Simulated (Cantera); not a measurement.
A Cantera script and what it prints.

```python
import numpy as np
import cantera as ct

gas_names = """
    H HO2 H2 H2O H2O2 H2S H2SO4 Mg MgH MgO MgOH MgO2H2 MgS Mg2 O OH O2 O3 S SH SO SO2 SO3 S2 S2O S8
""".split()
cond_names = """
    H2O(s) H2O(L) H2SO4(L) Mg(cr) Mg(L) MgO(s) MgO(L) MgO2H2(s) MgS(s) MgSO4(s) MgSO4(L) S(cr1) S(cr2)
    S(L)
""".split()


# ... load() reads the species with a 1 bar reference pressure and builds the phases ...
atoms = {
    'MgSO4': {'Mg': 1, 'S': 1, 'O': 4},
    'H2': {'H': 2},
    'H2O': {'H': 2, 'O': 1},
}
top_T = {'MgS(s)': 2250}  # K; cautious upper limits of use, not melting points


# ... equilibrate(T, P, feed) seeds the gas with the atoms and calls Mixture.equilibrate('TP', solver="vcs", rtol=1e-11, max_steps=5000) ...
results = []
feed = {'MgSO4': 1, 'H2': 3.1, 'H2O': 0.066}  # mol
P = 10000  # Pa
for T in [1900, 1925, 1950, 1975, 2000, 2025, 2050, 2075, 2100, 2125, 2150, 2175]:
    mix = equilibrate(T, P, feed)
    results.append((T, P, feed, dict(zip(mix.species_names, mix.species_moles))))

top = {s: max(r[3][s] / sum(r[3][g] for g in gas_names) for r in results) for s in gas_names}
cols = sorted((s for s in top if top[s] > 0.0001), key=lambda s: -top[s])[:9]
seen = [c for c in cond_names if any(r[3].get(c, 0) > 1e-12 for r in results)]
print("log10 of partial pressures in bar; condensed amounts in mol")
print(f"{'T/K':>10s}" + "".join(f"{s[:9]:>10s}" for s in cols + seen))
for T, P, feed, n in results:
    ng = sum(n[g] for g in gas_names)
    print(f"{T:10.4g}" + "".join(f"{np.log10(max(n[s] / ng * P / 1e5, 1e-99)):10.3f}" for s in cols)
          + "".join(f"{n.get(c, 0):10.4g}" for c in seen))
```

Output:

```
log10 of partial pressures in bar; condensed amounts in mol
       T/K       H2O        H2       SO2        S2        SO       H2S        SH         H         S    MgO(s)
      1900    -1.247    -1.634    -1.990    -2.246    -2.734    -2.861    -3.187    -3.917    -3.920    0.9999
      1925    -1.253    -1.623    -1.982    -2.262    -2.691    -2.890    -3.163    -3.831    -3.850    0.9998
      1950    -1.259    -1.612    -1.975    -2.279    -2.649    -2.919    -3.141    -3.747    -3.783    0.9998
      1975    -1.265    -1.602    -1.968    -2.297    -2.610    -2.949    -3.119    -3.665    -3.718    0.9997
      2000    -1.271    -1.592    -1.962    -2.316    -2.571    -2.979    -3.100    -3.585    -3.655    0.9995
      2025    -1.278    -1.583    -1.957    -2.336    -2.535    -3.009    -3.082    -3.507    -3.595    0.9994
      2050    -1.284    -1.575    -1.952    -2.358    -2.500    -3.040    -3.065    -3.432    -3.538    0.9991
      2075    -1.290    -1.567    -1.948    -2.380    -2.466    -3.071    -3.050    -3.358    -3.482    0.9987
      2100    -1.296    -1.560    -1.944    -2.404    -2.434    -3.103    -3.036    -3.286    -3.429    0.9982
      2125    -1.302    -1.553    -1.940    -2.430    -2.403    -3.136    -3.024    -3.216    -3.378    0.9975
      2150    -1.308    -1.547    -1.938    -2.457    -2.374    -3.169    -3.013    -3.148    -3.329    0.9966
      2175    -1.314    -1.541    -1.935    -2.486    -2.346    -3.203    -3.004    -3.082    -3.282    0.9954
```

Method: chemical equilibrium by Gibbs-energy minimisation in Cantera with the NASA 1993 tables (ideal gas, pure condensed phases).
